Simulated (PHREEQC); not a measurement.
0.016 g of hydrous ferric oxide (600 m²/g; 0.2 weak and 0.005 strong sites per Fe, Dzombak-Morel constants, diffuse double layer) in 1 kg of water with 0.05 mol/kgw of an inert sodium salt and 0.0031 mmol/kgw MnCl2, at 25 °C; the pH is set by adding NaOH or the inert anion's acid. No oxygen is let in. No CO2 enters from the air. Precipitation was switched off in this run.

The series has 13 steps of pH, from 3 to 9.

Model: ion-association model, wateq4f.dat, run in PHREEQC.

### Question
Near which pH is half of the Mn sorbed, and on which side is more sorbed?

### Answer
Near pH 8.1, with more sorbed at higher pH.

The oxide is taken as insoluble; below pH 4 it would dissolve.
